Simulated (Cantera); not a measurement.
Input: 1 mol BF₃, 13 mol H₂O, equilibrated at 750 Torr.

Cantera equilibrium calculation (NASA polynomials, part measured and part estimated; ideal gas, pure solids and liquids). Candidate condensed phases: B, B₂O₃, B₃O₃H₃, H₂O; 43 gas species. Rates play no part. All values below are at 1475 °C.

Base state: H₂O 0.758, HF 0.173, HBO₂ 0.0408, BOF 0.0248, H₂ 0.00113, BF₃ 0.000626, O₂ 0.000484, OH 0.000301 (mole fractions); condensed: gas only.

**Question.** What changes in the equilibrium state with this change: H₂O from 13 to 3.1 mol?

**Answer.** 
| species | before | after |
|---|---|---|
| H₂O | 0.758 | 0.406 |
| HF | 0.173 | 0.393 |
| BOF | 0.0248 | 0.121 |
| BF₃ | 0.000626 | 0.0296 |
| HBO₂ | 0.0408 | 0.0471 |
| B₃O₃F₃ | 8.82e-6 | 0.00104 |
| BOF₂ | 4.26e-6 | 5.79e-5 |
| B₂O₃ | 0.000146 | 0.000364 |
| O₂ | 0.000484 | 0.000309 |
| (HBO₂)₃ | 4.73e-5 | 7.30e-5 |
